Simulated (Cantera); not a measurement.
Charge: 1 mol Fe₃O₄, 4 mol C, 0.32 mol CO, held at 1623.15 K and 10.0 Torr.

Method: chemical equilibrium by Gibbs-energy minimisation in Cantera with the NASA 1993 tables (ideal gas, pure condensed phases). Candidate condensed phases: C, Fe, Fe(CO)₅, FeO, Fe₂O₃, Fe₃O₄; 15 gas species. The numbers say what is thermodynamically allowed, not how fast it happens.

Base state: CO 1.000, Fe 0.000126 (mole fractions); condensed: Fe(γ).

Problem. What changes in the equilibrium state with this change: C from 4 to 1.7 mol?

Solution. 
| species | before | after |
|---|---|---|
| CO | 1.000 | 0.869 |
| CO₂ | 3.25e-6 | 0.131 |
| Fe | 0.000126 | 0.000126 |
| Fe(γ), mol | 3.00 | 0.964 |
| FeO(s), mol | 0 | 2.04 |
Mutual solubility and eutectic melting of coexisting phases are not modelled. The tables' stoichiometric FeO is somewhat more stable than real wüstite, so its field is too wide. FeO: taken at fixed stoichiometry.

Problem. What changes in the equilibrium state with this change: C from 4 to 3.5 mol?

Solution. 
```tsv
species	before	after
CO	1.000	0.869
CO₂	3.25e-6	0.131
Fe	0.000126	0.000126
Fe(γ), mol	3.00	3.00
FeO(s), mol	0	0.000582
```
Mutual solubility and eutectic melting of coexisting phases are not modelled. The tables' stoichiometric FeO is somewhat more stable than real wüstite, so its field is too wide. FeO: taken at fixed stoichiometry.
